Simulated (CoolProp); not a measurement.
Properties of sulfur hexafluoride along the isobar 1.01 bar (Tc = 318.7 K, pc = 37.55 bar, ω = 0.210).

Model: reference Helmholtz-energy equation of state, Guder 2009, in CoolProp.

```csv
T (K),phase,cv (kJ/(kg K)),Joule-Thomson coefficient (K/MPa),viscosity (µPa s)
305.3,gas,0.6204,[?],15.5
326.6,gas,0.6521,7.249,16.5
347.9,gas,0.6810,6.123,[?]
369.2,gas,0.7072,5.244,18.4
390.6,gas,0.7310,4.540,19.3
411.9,gas,0.7526,3.970,20.2
433.2,gas,0.7721,3.500,21.1
454.5,gas,0.7898,[?],22.0
475.8,gas,0.8059,2.773,22.8
497.1,gas,0.8206,2.488,23.7
518.4,gas,0.8339,2.241,24.5
539.7,gas,0.8460,2.027,25.3
561.1,gas,0.8572,1.838,26.2
582.4,gas,0.8673,1.672,27.0
603.7,gas,0.8767,1.525,27.7
625,gas,0.8852,1.393,28.5
```

**Question.** What belongs in the gaps?

**Answer.** 
- 305.3, Joule-Thomson coefficient (K/MPa): 8.729
- 347.9, viscosity (µPa s): 17.5
- 454.5, Joule-Thomson coefficient (K/MPa): 3.106

Viscosity comes from a separate model (Quiñones-Cisneros 2012).
